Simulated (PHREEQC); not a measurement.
Dissolve 0.083 mol HCl, 0.043 mol FeSO4 and 3.6e-05 mol MgSO4 per kg of water at 45 °C. Closed to the air; pH follows from the charge balance.

All values are PHREEQC results (ion-association model, phreeqc.dat), not measurements.

Q: The ionic strength comes out as 0.164 mol/kgw. What activity coefficients do SO4-2, HSO4-, FeCl+, Mg+2, Cl- get?

A: SO4-2 0.30, HSO4- 0.75, FeCl+ 0.75, Mg+2 0.35, Cl- 0.72.

Precipitation was switched off in this run. Away from 25 °C the constants follow the database's enthalpies or fits; those with neither stay at their 25 °C values.
